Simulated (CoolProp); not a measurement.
Saturation properties of n-hexane (Tc = 507.8 K, pc = 3.044 MPa, ω = 0.300).

Computed with CoolProp (reference Helmholtz-energy equation of state, Thol 2019).

| T (K) | p (MPa) | liquid density (kg/m³) | liquid viscosity (µPa s) |
|---|---|---|---|
| 363.5 | ? | 591.3 | 167 |
| 374.3 | 0.2537 | 579.7 | 153 |
| 385 | 0.3305 | 567.8 | 140 |
| 395.8 | 0.4247 | 555.3 | 129 |
| 406.6 | 0.5378 | 542.1 | 118 |
| 417.3 | 0.6709 | ? | 108 |
| 428.1 | 0.8288 | ? | 99.2 |
| 438.9 | 1.013 | 497.8 | 90.5 |
| 449.6 | 1.224 | 480.6 | 82.3 |
| 460.4 | 1.470 | 461.4 | 74.4 |

Q: Complete the blanks.

A: 
- 363.5, p (MPa): 0.1908
- 417.3, liquid density (kg/m³): 528.4
- 428.1, liquid density (kg/m³): 513.7

It boils at 341.9 K under 1 atm.

Viscosity comes from a separate model (Michailidou 2013).
